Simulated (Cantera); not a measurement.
## Equilibrium for silicon nitride deposition: SiHCl3 + NH3 + H2

Feed: 1 mol SiHCl3, 2.1 mol NH3, 1.9 mol H2.

These are equilibrium values from Cantera (NASA tables, ideal gas, pure condensed phases), not measurements of a reactor. Candidate condensed phases: NH4Cl, Si, Si3N4; 28 gas species. The tables' values for SiCl3 are old estimates. Rates play no part.

Question: Map the stable condensed phases over T = 977, 1052, 1127, 1202, 1277, 1352, 1427, 1502, 1577, 1652, 1727 °C and P in Pa = 5, 17, 59, 210, 710, 2400, 8400, 29000, 100000.

Answer: 
```
T in °C \ P in Pa
              5     17     59    210    710   2400   8400  29000 100000
   1727       A      A      A      A      B      B      B      B      B
   1652       A      A      A      B      B      B      B      B      C
   1577       A      A      B      B      B      B      B      C      C
   1502       A      A      B      B      B      B      C      C      C
   1427       A      B      B      B      B      C      C      C      C
   1352       B      B      B      B      C      C      C      C      C
   1277       B      B      B      C      C      C      C      C      C
   1202       B      B      C      C      C      C      C      C      C
   1127       C      C      C      C      C      C      C      C      C
   1052       C      C      C      C      C      C      C      C      C
    977       C      C      C      C      C      C      C      C      C
```
A: gas only; B: Si; C: Si3N4.
